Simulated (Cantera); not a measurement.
An isothermal, constant-pressure homogeneous reactor starts with 12.7 % NO, 87.3 % N2, at 2050 K and 218 Torr.

Cantera simulation using GRI-Mech 3.0 (53 species, 325 reactions); the numbers are that mechanism's predictions, not measurements.

### Question
Predict: x(NO) at 2.00 s; x(N2O) at 2.00 s; x(O) at 2.00 s; x(O2) at 2.00 s; x(NO2) at 2.00 s; x(N2) at 2.00 s.

### Answer
```
Property                                             Result
----------------  -----------------------------------------
x(NO) at 2.00 s      0.0642 (gas-phase equilibrium 0.00514)
x(N2O) at 2.00 s    1.93e-6 (gas-phase equilibrium 1.69e-7)
x(O) at 2.00 s    0.000328 (gas-phase equilibrium 0.000447)
x(O2) at 2.00 s       0.0310 (gas-phase equilibrium 0.0605)
x(NO2) at 2.00 s    2.13e-5 (gas-phase equilibrium 2.36e-6)
x(N2) at 2.00 s         0.904 (gas-phase equilibrium 0.934)
```
